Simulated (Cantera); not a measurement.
Charge: 1 mol Al, 1.3 mol Cl₂, held at 723 K and 0.00360 bar.

Method: chemical equilibrium by Gibbs-energy minimisation in Cantera with the NASA 1993 tables (ideal gas, pure condensed phases). Candidate condensed phases: Al, AlCl₃; 8 gas species. The tables' values for AlCl₂ are old estimates; treat these amounts as uncertain. The numbers say what is thermodynamically allowed, not how fast it happens.

Base state: AlCl₃ 0.929, Al₂Cl₆ 0.0699, AlCl 0.000397, AlCl₂ 0.000303 (mole fractions); condensed: Al(s).

Task: What changes in the equilibrium state with this change: temperature from 723 K to 473 K?

Result: 
```csv
species,before,after
Al₂Cl₆,0.0699,0.984
AlCl₃,0.929,0.0163
AlCl₂,0.000303,1.56e-9
AlCl,0.000397,<1e-9
"Al(s), mol",0.133,0.133
```

Task: What changes in the equilibrium state with this change: temperature from 723 K to 548 K?

Result: 
```tsv
species	before	after
Al₂Cl₆	0.0699	0.869
AlCl₃	0.929	0.131
AlCl₂	0.000303	2.71e-7
AlCl	0.000397	1.15e-7
Al(s), mol	0.133	0.133
```
